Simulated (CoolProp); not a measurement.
CH3F (R41) along the isotherm 65.65 °C: fugacity coefficient from the reference equation and from simpler models built on Tc = 44.1 °C, pc = 59.06 bar, ω = 0.200; each cubic takes its own stable root.

Values from CoolProp's reference Helmholtz-energy equation of state, Lemmon 2006. It is a short technical equation, of lower accuracy than the large ones.

```json
[
 {"p (bar)": "0.28", "phase": "gas", "reference": "0.9985", "Redlich-Kwong": "0.9987", "Soave-Redlich-Kwong": "0.9987"},
 {"p (bar)": "0.423", "phase": "gas", "reference": "0.9977", "Redlich-Kwong": "0.9980", "Soave-Redlich-Kwong": "0.9980"},
 {"p (bar)": "0.638", "phase": "gas", "reference": "0.9966", "Redlich-Kwong": "0.9970", "Soave-Redlich-Kwong": "0.9970"},
 {"p (bar)": "0.962", "phase": "gas", "reference": "0.9948", "Redlich-Kwong": "0.9954", "Soave-Redlich-Kwong": "0.9955"},
 {"p (bar)": "1.45", "phase": "gas", "reference": "0.9922", "Redlich-Kwong": "0.9931", "Soave-Redlich-Kwong": "0.9933"},
 {"p (bar)": "2.19", "phase": "gas", "reference": "0.9883", "Redlich-Kwong": "0.9896", "Soave-Redlich-Kwong": "0.9899"},
 {"p (bar)": "3.3", "phase": "gas", "reference": "0.9824", "Redlich-Kwong": "0.9843", "Soave-Redlich-Kwong": "0.9847"},
 {"p (bar)": "4.98", "phase": "gas", "reference": "0.9735", "Redlich-Kwong": "0.9764", "Soave-Redlich-Kwong": "(withheld)"},
 {"p (bar)": "7.52", "phase": "gas", "reference": "0.9601", "Redlich-Kwong": "(withheld)", "Soave-Redlich-Kwong": "0.9654"},
 {"p (bar)": "11.3", "phase": "gas", "reference": "0.9404", "Redlich-Kwong": "(withheld)", "Soave-Redlich-Kwong": "0.9481"},
 {"p (bar)": "17.1", "phase": "gas", "reference": "0.9106", "Redlich-Kwong": "(withheld)", "Soave-Redlich-Kwong": "0.9220"},
 {"p (bar)": "25.8", "phase": "gas", "reference": "0.8669", "Redlich-Kwong": "0.8801", "Soave-Redlich-Kwong": "0.8833"},
 {"p (bar)": "38.9", "phase": "gas", "reference": "(withheld)", "Redlich-Kwong": "0.8213", "Soave-Redlich-Kwong": "0.8261"},
 {"p (bar)": "58.7", "phase": "gas", "reference": "(withheld)", "Redlich-Kwong": "0.7337", "Soave-Redlich-Kwong": "0.7414"},
 {"p (bar)": "88.6", "phase": "supercritical", "reference": "(withheld)", "Redlich-Kwong": "0.6012", "Soave-Redlich-Kwong": "0.6156"}
]
```

Q: Fill in the missing entries.

A: 
- 4.98, Soave-Redlich-Kwong: 0.9770
- 7.52, Redlich-Kwong: 0.9644
- 11.3, Redlich-Kwong: 0.9467
- 17.1, Redlich-Kwong: 0.9199
- 38.9, reference: 0.8032
- 58.7, reference: 0.7105
- 88.6, reference: 0.5759
